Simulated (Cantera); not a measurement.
Input: 1 mol FeS, 0.55 mol SO3, 0.058 mol O2, equilibrated at 90.0 Torr.

These are equilibrium values from Cantera (NASA tables, ideal gas, pure condensed phases), not measurements of a reactor. Candidate condensed phases: Fe, FeO, FeS, FeSO4, FeS2, Fe2O3, Fe2(SO4)3, Fe3O4, S; 12 gas species. FeS: taken at fixed stoichiometry. Gases not in the tables: S3 to S7. Equilibrium is a limit: real reactors are often held back by kinetics, nucleation or transport. All values below are at 950 K.

Base state: SO2 0.969, S2 0.0285, S2O 0.00240, SO 2.10e-5 (mole fractions); condensed: FeS(s) + Fe3O4(s).

Question: What changes in the equilibrium state with this change: FeS replaced by MgO?

Answer: 
```tsv
species	before	after
O2	<1e-9	1.000
SO2	0.969	6.29e-6
SO	2.10e-5	<1e-9
S2	0.0285	<1e-9
S2O	0.00240	<1e-9
FeS(s), mol	0.773	0
Fe3O4(s), mol	0.0757	0
MgO(s), mol	0	0.450
MgSO4(s), mol	0	0.550
```
Further candidate phases: Mg, MgO, MgS, MgSO4.
